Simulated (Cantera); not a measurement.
Feed: 1 mol SiHCl₃, 8.4 mol N₂, 4.7 mol NH₃, at 1600 K and 0.140 bar.

Cantera equilibrium calculation (NASA polynomials, part measured and part estimated; ideal gas, pure solids and liquids). Candidate condensed phases: NH₄Cl, Si, Si₃N₄; 28 gas species. The tables' values for SiCl₃ are old estimates; treat these amounts as uncertain. The numbers say what is thermodynamically allowed, not how fast it happens.

Base state: N₂ 0.529, H₂ 0.322, HCl 0.142, SiCl₂ 0.00547, SiCl₃ 0.000700, SiCl₄ 0.000220, H 8.25e-5, SiHCl₃ 7.21e-5 (mole fractions); condensed: Si₃N₄(s).

**Question.** What changes in the equilibrium state with this change: pressure from 0.140 bar to 1.20 mbar?

**Answer.** 
| species | before | after |
|---|---|---|
| N₂ | 0.529 | 0.538 |
| H₂ | 0.322 | 0.345 |
| HCl | 0.142 | 0.0784 |
| SiCl₂ | 0.00547 | 0.0367 |
| Si | 1.77e-8 | 4.86e-5 |
| SiCl | 5.43e-7 | 7.38e-5 |
| SiCl₄ | 0.000220 | 3.60e-6 |
| Si₃N₄(s), mol | 0.292 | 0.0905 |
The tables' values for SiCl₃, SiCl are old estimates; treat these amounts as uncertain.

**Question.** What changes in the equilibrium state with this change: temperature from 1600 K to 1200 K?

**Answer.** 
```json
[
 {"species": "N₂", "before": "0.529", "after": "0.528"},
 {"species": "H₂", "before": "0.322", "after": "0.318"},
 {"species": "HCl", "before": "0.142", "after": "0.154"},
 {"species": "SiCl₂", "before": "0.00547", "after": "9.32e-6"},
 {"species": "SiCl₄", "before": "0.000220", "after": "0.000690"},
 {"species": "H", "before": "8.25e-5", "after": "2.97e-7"},
 {"species": "Cl", "before": "2.88e-5", "after": "1.25e-7"},
 {"species": "SiCl₃", "before": "0.000700", "after": "2.71e-5"},
 {"species": "SiHCl₃", "before": "7.21e-5", "after": "3.88e-5"},
 {"species": "Si₃N₄(s), mol", "before": "0.292", "after": "0.328"}
]
```
